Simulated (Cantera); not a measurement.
Diamond growth

A diamond (100) surface in a fixed gas of H2 with x(CH4) = 0.0065, x(H) = 0.0002, at 1200 K, 0.0967 atm; coverages are run to steady state.

Cantera simulation using the Harris–Goodwin 1993 mechanism for the reconstructed diamond (100) surface; the numbers are that mechanism's predictions, not measurements.

```csv
x(CH3),growth (µm/h),θ c6HH,θ c6H*,θ c6*H,θ c6**,θ c6HM
1e-06,0.00411,0.547,0.0321,0.411,0.00991,2.35e-5
2.1e-06,0.00863,0.547,0.0321,0.411,0.00991,4.93e-5
4.3e-06,0.0177,0.547,0.0321,0.411,0.00990,0.000101
8.9e-06,0.0365,0.547,0.0321,0.411,0.00987,0.000209
1.8e-05,0.0735,0.546,0.0321,0.411,0.00983,0.000421
3.8e-05,0.154,0.546,0.0321,0.410,0.00973,0.000887
7.9e-05,0.316,0.545,0.0320,0.409,0.00953,0.00183
0.00016,0.623,0.543,0.0318,0.408,0.00917,0.00367
0.00034,1.25,0.538,0.0315,0.404,0.00844,0.00763
```
θ: site fractions in the mechanism's names (c6HH fully hydrogenated, c6H* and c6*H radical sites, c6** diradical, c6HM methylated).
